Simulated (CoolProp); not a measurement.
CHF3 (R23) along the isotherm 316.2 K: fugacity coefficient from the reference equation and from simpler models built on Tc = 299.3 K, pc = 4.832 MPa, ω = 0.263; each cubic takes its own stable root.

Values from CoolProp's reference Helmholtz-energy equation of state, Penoncello 2003.

```tsv
p (MPa)	phase	reference	van der Waals	Redlich-Kwong	Soave-Redlich-Kwong	Peng-Robinson
0.268	gas	0.9835	0.9856	0.9839	0.9844	0.9824
0.537	gas	0.9670	0.9712	0.9679	0.9688	0.9650
0.805	gas	0.9507	0.9569	0.9521	0.9534	0.9477
1.07	gas	0.9347	0.9428	0.9365	0.9383	0.9309
1.34	gas	0.9185	0.9284	0.9208	0.9230	0.9139
1.61	gas	0.9024	0.9141	0.9051	0.9078	0.8971
1.88	gas	0.8864	0.8998	0.8895	0.8927	0.8805
2.15	gas	0.8705	0.8855	0.8740	0.8777	0.8640
2.42	gas	0.8547	0.8712	0.8586	0.8627	0.8477
```
